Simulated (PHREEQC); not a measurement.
A made-up water analysis in mmol/kgw, 25 °C, pH 5.66, pe 1.9: Na 0.000652; K 2.34e-05; Ca 0.000174; Mg 0.00161; Cl 0.00109; S(6) 0.00149; Alkalinity (meq/kgw) 0.000236; Zn 1.88e-06; Sr 4.49e-06; Fe(2) 3.02e-06; B 2.98e-05; Mn(2) 5.98e-06; Br 2.97e-06.

Valence states are taken as typed.

Equilibrium calculation in PHREEQC: ion-association model, wateq4f.dat.

| quantity | before | after |
|---|---|---|
| ionic strength (mol/kgw) | 9.77e-6 | 3.25e-5 |
| CO2 (mol/kgw) | 1.19e-5 | 1.54e-5 |
| HCO3- (mol/kgw) | 2.43e-6 | 3.14e-6 |
| MgSO4 (mol/kgw) | 5.46e-10 | 8.51e-9 |
| CO3-2 (mol/kgw) | 5.26e-11 | 6.87e-11 |
| SI of Rhodochrosite (MnCO3) | -7.39 | -6.68 |
| SI of Siderite (FeCO3) | -7.92 | -7.21 |

Q: Which change was made?
A. pH from 5.66 to 5.5 at the same alkalinity
B. Ca from 0.000174 to 8.7e-05 mmol/kgw
C. pH from 5.66 to 5.96 at the same alkalinity
D. all concentrations times 4 at the same typed pH

A: D, all concentrations times 4 at the same typed pH

This is a speciation only: nothing precipitates in the calculation.
